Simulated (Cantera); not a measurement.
## Gas-phase reforming

An isothermal, constant-pressure homogeneous reactor starts with 63.3 % CH4, 25.9 % CO2, 10.8 % H2, at 1375 K and 563 Torr.

Cantera simulation using GRI-Mech 3.0 (53 species, 325 reactions); the numbers are that mechanism's predictions, not measurements. GRI-Mech 3.0 stops at C3 and has no aromatics, soot or wall deposition, so with more carbon than oxygen in the feed, carbon stays in small species such as C2H2 where larger ones or solid carbon would form.

```tsv
t (s)	x CH4	x CO2	x H2	x CH2O	x HCO
2.00e-5	0.633	0.259	0.108	<1e-12	<1e-12
6.32e-5	0.633	0.259	0.108	2.30e-12	<1e-12
0.000200	0.633	0.259	0.108	6.74e-11	<1e-12
0.000632	0.633	0.259	0.108	1.68e-9	<1e-12
0.00200	0.633	0.259	0.108	1.80e-8	<1e-12
0.00632	0.633	0.259	0.108	7.78e-8	1.92e-12
0.0200	0.632	0.259	0.108	2.19e-7	6.78e-12
0.0632	0.630	0.259	0.109	3.42e-7	1.32e-11
0.200	0.622	0.257	0.114	3.53e-7	1.54e-11
0.632	0.596	0.249	0.131	3.22e-7	1.94e-11
2.00	0.525	0.223	0.176	2.53e-7	4.10e-11
6.32	0.379	0.150	0.248	1.73e-7	1.67e-10
20.0	0.207	0.0473	0.319	1.17e-7	6.37e-10
63.2	0.182	0.0312	0.357	8.72e-8	9.46e-10
200	0.180	0.0216	0.400	6.45e-8	1.25e-9
```
x: mole fraction; the columns are a selection and need not sum to one.

Equilibrium at this temperature and pressure: CH4 0.155, CO2 9.58e-7, H2 0.488, CH2O 5.34e-8, HCO 1.85e-9 (gas phase only).
